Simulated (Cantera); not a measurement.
A closed system holds: 1 mol Fe₂O₃, 1.8 mol CO, 8.8 mol H₂, equilibrated at 0.170 bar.

Cantera equilibrium calculation (NASA polynomials, part measured and part estimated; ideal gas, pure solids and liquids). Candidate condensed phases: C, C₆H₆, C₇H₈, C₈H₁₈, Fe, Fe(CO)₅, FeO, Fe(OH)₂, Fe(OH)₃, Fe₂O₃, Fe₃O₄, H₂O; 114 gas species. Each liquid is taken as pure. Mutual solubility and eutectic melting of coexisting phases are not modelled. The tables' stoichiometric FeO is somewhat more stable than real wüstite, so its field is too wide. FeO: taken at fixed stoichiometry. Rates play no part.

Question: Which condensed phases are stable at each of these points (T (K)): 1100, 1200, 1300, 1400, 1500, 1600, 1700, 1800, 1900, 2000, 2100, 2200, 2300?

Answer: 
```tsv
T (K)	condensed phases	Fe condensed (%)
1100	Fe(α) + FeO(s)	100.0
1200	Fe(γ) + FeO(s)	100.0
1300	Fe(γ) + FeO(s)	100.0
1400	Fe(γ) + FeO(s)	100.0
1500	Fe(γ) + FeO(s)	100.0
1600	Fe(γ)	100.0
1700	Fe(δ)	100.0
1800	Fe(δ) + FeO(l)	99.9
1900	Fe(l) + FeO(l)	99.6
2000	Fe(l) + FeO(l)	98.8
2100	Fe(l) + FeO(l)	96.5
2200	Fe(l)	90.9
2300	Fe(l)	77.6
```

At 1100 K the condensed part is Fe(α) + FeO(s). From 1200 K to 1500 K the condensed part is Fe(γ) + FeO(s). At 1600 K the condensed part is Fe(γ). At 1700 K the condensed part is Fe(δ). At 1800 K the condensed part is Fe(δ) + FeO(l). From 1900 K to 2100 K the condensed part is Fe(l) + FeO(l). From 2200 K to 2300 K the condensed part is Fe(l).
